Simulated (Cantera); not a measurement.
Charge: 1 mol Fe, 0.14 mol SO2, 55 mol H2, at 673.15 K and 8.10 bar.

Equilibrium computed with Cantera from the NASA thermochemical tables; the gas is ideal and each condensed phase is pure. Candidate condensed phases: Fe, FeO, Fe(OH)2, Fe(OH)3, FeS, FeSO4, FeS2, Fe2O3, Fe2(SO4)3, Fe3O4, H2O, H2SO4, S; 22 gas species. FeS: taken at fixed stoichiometry. Rates play no part.

Task: What is the equilibrium state?

Result: 
```json
{
  "x(H2)": "0.995",
  "x(H2O)": "0.00509",
  "x(H2S)": "2.32e-5",
  "n(Fe(α))": "0.861 mol",
  "n(FeS(s))": "0.139 mol",
  "gas_amount": "55.00 mol",
  "log10 activity of Fe(OH)2(s) (absent)": "-5.93",
  "log10 activity of S(l) (absent)": "-8.02",
  "log10 activity of Fe(OH)3(s) (absent)": "-12.11"
}
```
